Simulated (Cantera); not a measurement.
Mixture: CH4 : O2 : N2 = 1 : 3.92 : 14.7 (molar parts), equivalence ratio 0.51, at 23.0 bar, adiabatic and at constant pressure. Ignition delay is the time to a rise of 400 K.

Model: GRI-Mech 3.0 (53 species, 325 reactions), integrated in Cantera. The pressure lies above the range GRI-Mech 3.0 was tuned for (to about 10 atm).

What does this change do: pressure from 23.0 bar to 9.20 bar?


```tsv
quantity	before	after
delay at 1000 K	32.1 ms	76.6 ms
delay at 1050 K	13.3 ms	32.4 ms
delay at 1100 K	6.03 ms	15.0 ms
delay at 1150 K	2.95 ms	7.43 ms
delay at 1200 K	1.54 ms	3.88 ms
delay at 1250 K	0.849 ms	2.11 ms
apparent activation energy between 1150 and 1250 K	150 kJ/mol	150 kJ/mol
```

What does this change do: constant volume in place of constant pressure?


```tsv
quantity	before	after
delay at 1000 K	32.1 ms	31.0 ms
delay at 1050 K	13.3 ms	12.8 ms
delay at 1100 K	6.03 ms	5.79 ms
delay at 1150 K	2.95 ms	2.83 ms
delay at 1200 K	1.54 ms	1.47 ms
delay at 1250 K	0.849 ms	0.807 ms
apparent activation energy between 1150 and 1250 K	150 kJ/mol	150 kJ/mol
```
